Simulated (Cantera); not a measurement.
A Cantera script and its output.

```python
import numpy as np
import cantera as ct

surf = ct.Interface("diamond.yaml", "diamond_100")
gas, bulk = surf.adjacent["gas"], surf.adjacent["diamond"]
k = surf.kinetics_species_index(bulk.species_names[0])
cover = ["c6HH", "c6H*", "c6*H", "c6**", "c6HM", "c6B"]

rows, drift = [], 0.0
print(f"{'xH':>10s}{'um/h':>11s}" + "".join(f"{s:>11s}" for s in cover))
for v in [0.0001, 0.00025, 0.00061, 0.0015, 0.0037, 0.0091, 0.022, 0.055, 0.14]:
    T, P, xH, xCH3 = 973, 8400, v, 0.00038
    gas.TPX = T, P, {"H": xH, "CH3": xCH3, "CH4": 0.019, "H2": 1 - xH - xCH3 - 0.019}
    surf.TP = bulk.TP = T, P
    surf.coverages = "c6H*:0.1, c6HH:0.9"
    surf.advance_coverages(100.0)
    before = surf.coverages
    surf.advance_coverages(100.0)
    drift = max(drift, np.max(np.abs(surf.coverages - before) / (surf.coverages + 1e-9)))
    rate = surf.net_production_rates[k] * bulk.mean_molecular_weight / bulk.density * 3.6e9
    rows.append([rate, *surf[cover].coverages])
    print(f"{v:10.4g}{rate:11.4e}" + "".join(f"{x:11.3e}" for x in rows[-1][1:]))
```

Result:

```
        xH       um/h       c6HH       c6H*       c6*H       c6**       c6HM        c6B
    0.0001 2.8358e+00  2.686e-01  5.960e-03  1.320e-01  1.175e-03  4.445e-01  7.695e-09
   0.00025 5.5157e+00  3.455e-01  8.297e-03  1.837e-01  2.577e-03  3.450e-01  1.497e-08
   0.00061 8.7798e+00  4.411e-01  1.101e-02  2.437e-01  4.422e-03  2.247e-01  2.382e-08
    0.0015 1.1628e+01  5.243e-01  1.334e-02  2.950e-01  6.089e-03  1.209e-01  3.155e-08
    0.0037 1.3407e+01  5.760e-01  1.481e-02  3.266e-01  7.148e-03  5.650e-02  3.638e-08
    0.0091 1.4299e+01  6.018e-01  1.561e-02  3.423e-01  7.688e-03  2.449e-02  3.880e-08
     0.022 1.4708e+01  6.131e-01  1.615e-02  3.489e-01  7.949e-03  1.042e-02  3.991e-08
     0.055 1.4933e+01  6.180e-01  1.684e-02  3.514e-01  8.126e-03  4.226e-03  4.052e-08
      0.14 1.5161e+01  6.199e-01  1.832e-02  3.512e-01  8.356e-03  1.682e-03  4.114e-08
```

Computed with Cantera and the Harris–Goodwin 1993 mechanism for the reconstructed diamond (100) surface.
